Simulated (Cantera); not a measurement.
An adiabatic, constant-pressure homogeneous reactor starts with CH4 : O2 : N2 = 1 : 1.43 : 15.7 (molar parts), equivalence ratio 1.4, at 1075 K and 2600000 Pa. Integrator tolerance rtol = 1e-08.

Cantera simulation using GRI-Mech 3.0 (53 species, 325 reactions); the numbers are that mechanism's predictions, not measurements. The pressure lies above the range GRI-Mech 3.0 was tuned for (to about 10 atm).

Problem. What does this change do: initial temperature 1075 to 1550 K?

Solution. 
| quantity | before | after |
|---|---|---|
| time of steepest temperature rise | 24.2 ms | 0.182 ms |
| temperature at 2.00 s | 1817 K | 2264 K |
| equilibrium temperature | 1817 K | 2264 K |
| x(CH4) at 2.00 s | 1.20e-9 (gas-phase equilibrium 1.29e-9) | 5.11e-11 (gas-phase equilibrium 5.68e-11) |
| x(O2) at 2.00 s | 1.09e-9 (gas-phase equilibrium 1.09e-9) | 1.02e-6 (gas-phase equilibrium 1.02e-6) |
| x(H2) at 2.00 s | 0.0292 (gas-phase equilibrium 0.0292) | 0.0265 (gas-phase equilibrium 0.0265) |
| x(CO2) at 2.00 s | 0.0217 (gas-phase equilibrium 0.0217) | 0.0190 (gas-phase equilibrium 0.0190) |
| x(NO) at 2.00 s | 1.64e-7 (gas-phase equilibrium 3.28e-7) | 3.32e-5 (gas-phase equilibrium 3.32e-5) |
| x(CH2O) at 2.00 s | 9.99e-9 (gas-phase equilibrium 9.99e-9) | 9.52e-9 (gas-phase equilibrium 9.52e-9) |
